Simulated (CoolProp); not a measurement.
200 sccm (0 °C, 1 atm) of nitrogen bubbles through liquid octamethyltrisiloxane (MDM) at 308.8 K and leaves saturated at a total pressure of 0.0109 MPa (ideal gas phase). Each further row changes one setting.

Values from CoolProp's reference Helmholtz-energy equation of state, Thol 2017.

```csv
case,vapour pressure (kPa),mole fraction of vapour,delivery (mg/min),delivery (sccm),change of delivery for a bath 1 K warmer (%)
as stated,0.973,0.0892,207,19.6,6.8
bath temperature 313.8 K,1.30,0.120,287,27.2,6.7
total pressure 0.0218 MPa,0.973,0.0446,98.6,9.34,6.4
```
